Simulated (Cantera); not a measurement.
A Cantera script and what it prints.

```python
import numpy as np
import cantera as ct

gas_names = """
    CL CL2 H HCL H2 Si SiCL SiCL2 SiCL3 SiCL4 SiH SiHCL3 SiH2 SiH2CL2 SiH3 SiH3CL SiH4 Si2 Si3
""".split()
cond_names = """
    Si(cr) Si(L)
""".split()


def load(file, names, dense=False):
    # The tables refer to 1 bar. Condensed volumes are neglected.
    table = {s.name: s for s in ct.Species.list_from_file(file)}
    out = []
    for n in names:
        d = dict(table[n].input_data)
        d["thermo"] = dict(d["thermo"], **{"reference-pressure": 1e5})
        if dense:
            d["equation-of-state"] = {"model": "constant-volume", "density": "1e6 g/cm^3"}
        out.append(ct.Species.from_dict(d))
    return out


gas = ct.Solution(thermo="ideal-gas", species=load("nasa_gas.yaml", gas_names))
cond = {s.name: ct.Solution(thermo="fixed-stoichiometry", species=[s], name=s.name)
        for s in load("nasa_condensed.yaml", cond_names, dense=True)}
atoms = {
    'SiCl4': {'Si': 1, 'CL': 4},
    'Cl2': {'CL': 2},
    'H2': {'H': 2},
}
top_T = {}  # K; cautious upper limits of use, not melting points


def equilibrate(T, P, feed):
    n = {}
    for name, mol in feed.items():
        for a, k in atoms[name].items():
            n[a] = n.get(a, 0.0) + k * mol
    gas.TPX = T, P, n
    mass = sum(n.values()) * gas.mean_molecular_weight
    gas.equilibrate("TP")
    valid = [c for c in cond.values() if c.min_temp <= T <= top_T.get(c.name, c.max_temp)]
    mix = ct.Mixture([(gas, mass / gas.mean_molecular_weight)] + [(c, 0.0) for c in valid])
    mix.T, mix.P = T, P
    mix.equilibrate("TP", solver="vcs", rtol=1e-11, max_steps=5000)
    return mix


results = []
feed = {'SiCl4': 1, 'Cl2': 1.1, 'H2': 8.7}  # mol
P = 10000  # Pa
for T in [625, 700, 775, 850, 925, 1000, 1075, 1150, 1225, 1300, 1375, 1450, 1525]:
    mix = equilibrate(T, P, feed)
    results.append((T, P, feed, dict(zip(mix.species_names, mix.species_moles))))

top = {s: max(r[3][s] / sum(r[3][g] for g in gas_names) for r in results) for s in gas_names}
cols = sorted((s for s in top if top[s] > 1e-06), key=lambda s: -top[s])[:5]
seen = [c for c in cond_names if any(r[3].get(c, 0) > 1e-12 for r in results)]
print("log10 of partial pressures in bar; condensed amounts in mol")
print(f"{'T/K':>10s}" + "".join(f"{s[:9]:>10s}" for s in cols + seen))
for T, P, feed, n in results:
    ng = sum(n[g] for g in gas_names)
    print(f"{T:10.4g}" + "".join(f"{np.log10(max(n[s] / ng * P / 1e5, 1e-99)):10.3f}" for s in cols)
          + "".join(f"{n.get(c, 0):10.4g}" for c in seen))
```

Output:

```
log10 of partial pressures in bar; condensed amounts in mol
       T/K        H2       HCL     SiCL4     SiCL2     SiCL3
       625    -1.153    -1.691    -2.033   -15.713   -10.359
       700    -1.153    -1.691    -2.034   -12.989    -8.771
       775    -1.153    -1.691    -2.034   -10.803    -7.495
       850    -1.153    -1.690    -2.036    -9.012    -6.450
       925    -1.153    -1.689    -2.039    -7.522    -5.580
      1000    -1.154    -1.686    -2.044    -6.265    -4.847
      1075    -1.155    -1.682    -2.055    -5.199    -4.226
      1150    -1.158    -1.673    -2.074    -4.296    -3.705
      1225    -1.163    -1.656    -2.116    -3.556    -3.285
      1300    -1.174    -1.621    -2.203    -2.998    -2.987
      1375    -1.192    -1.573    -2.358    -2.623    -2.821
      1450    -1.211    -1.528    -2.590    -2.391    -2.772
      1525    -1.227    -1.495    -2.889    -2.256    -2.809
```

These are equilibrium values from Cantera (NASA tables, ideal gas, pure condensed phases), not measurements of a reactor. The tables' values for SiCl3 are old estimates; treat these amounts as uncertain.
